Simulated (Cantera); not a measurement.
**Stirred combustor or abatement burner**

A perfectly stirred reactor is fed with 4.72 % CH₄, 17.8 % O₂, 67.1 % N₂, 10.4 % CO₂, equivalence ratio 0.53, at 0.247 atm; it is adiabatic with a 425 K inlet, and is followed from long to short residence time, starting on the burning branch (τ in s: 0.06, 0.024, 0.0098, 0.004, 0.0016, 0.00065, 0.00027, 0.00011, 4.4e-05).

Model: GRI-Mech 3.0 (53 species, 325 reactions), integrated in Cantera.

| τ (s) | T (K) | x CH₄ | x O₂ | x CO₂ | x H₂O | x O | x N₂O | x C₂H |
|---|---|---|---|---|---|---|---|---|
| 0.060 | 1442 | 6.38e-5 | 0.0843 | 0.149 | 0.0932 | 0.000523 | 1.70e-7 | <1e-12 |
| 0.024 | 1424 | 0.000119 | 0.0850 | 0.147 | 0.0925 | 0.000855 | 1.35e-7 | <1e-12 |
| 0.0098 | 1394 | 0.000236 | 0.0863 | 0.144 | 0.0914 | 0.00126 | 1.04e-7 | <1e-12 |
| 0.0040 | 1346 | 0.000553 | 0.0892 | 0.139 | 0.0896 | 0.00154 | 7.35e-8 | 1.14e-12 |
| 0.0016 | 425 | 0.0472 | 0.178 | 0.104 | <1e-12 | <1e-12 | <1e-12 | <1e-12 |
| 0.00065 | 425 | 0.0472 | 0.178 | 0.104 | <1e-12 | <1e-12 | <1e-12 | <1e-12 |
| 0.00027 | 425 | 0.0472 | 0.178 | 0.104 | <1e-12 | <1e-12 | <1e-12 | <1e-12 |
| 0.00011 | 425 | 0.0472 | 0.178 | 0.104 | <1e-12 | <1e-12 | <1e-12 | <1e-12 |
| 4.4e-5 | 425 | 0.0472 | 0.178 | 0.104 | <1e-12 | <1e-12 | <1e-12 | <1e-12 |
x: mole fraction; the columns are a selection and need not sum to one.
